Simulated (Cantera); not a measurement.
What does this Cantera script print?

```python
import numpy as np
import cantera as ct

gas_names = """
    Mg O2
""".split()
cond_names = """
    C(gr) MgCO3(s)
""".split()


# ... load() reads the species with a 1 bar reference pressure and builds the phases ...
species = {s.name: s for s in load("nasa_gas.yaml", gas_names) + load("nasa_condensed.yaml", cond_names)}
# Each term lists the table entries of one substance; the one whose range holds T is used.
reactions = {
    '2 Mg(g) + 3 O2(g) + 2 C = 2 MgCO3':
        [(-2, ['Mg']), (-3, ['O2']), (-2, ['C(gr)']), (2, ['MgCO3(s)'])],
}


def pick(names, T):
    return next(species[n] for n in names if species[n].thermo.min_temp <= T <= species[n].thermo.max_temp)


results = []
for label, terms in reactions.items():
    print(label)
    print("     T/K   dH/kJ  dS/(J/K)   dG/kJ   log10 K")
    for T in [300, 548, 573, 598, 623, 648, 673, 698, 723, 748]:
        used = [(nu, pick(names, T)) for nu, names in terms]
        dH = sum(nu * s.thermo.h(T) for nu, s in used) / 1e6
        dS = sum(nu * s.thermo.s(T) for nu, s in used) / 1e3
        dG = dH - T * dS / 1e3
        logK = -dG * 1e6 / (ct.gas_constant * T * np.log(10))
        results.append((label, T, dH, dS, dG, logK, [s.name for _, s in used]))
        print(f"{T:8g} {dH:8.1f} {dS:8.1f} {dG:8.1f} {logK:8.2f}")
```

It prints:

```
2 Mg(g) + 3 O2(g) + 2 C = 2 MgCO3
     T/K   dH/kJ  dS/(J/K)   dG/kJ   log10 K
     300  -2517.6   -792.4  -2279.9   396.95
     548  -2511.1   -777.8  -2084.9   198.73
     573  -2510.1   -775.9  -2065.5   188.29
     598  -2508.9   -773.9  -2046.1   178.72
     623  -2507.8   -772.0  -2026.8   169.93
     648  -2506.5   -770.1  -2007.5   161.82
     673  -2505.2   -768.1  -1988.3   154.32
     698  -2503.9   -766.2  -1969.1   147.35
     723  -2502.5   -764.2  -1950.0   140.88
     748  -2501.1   -762.3  -1930.9   134.84
```

Standard-state values (1 bar) from the NASA 1993 polynomials, evaluated with Cantera. Condensed species are held in their standard states even where they would react or evaporate.
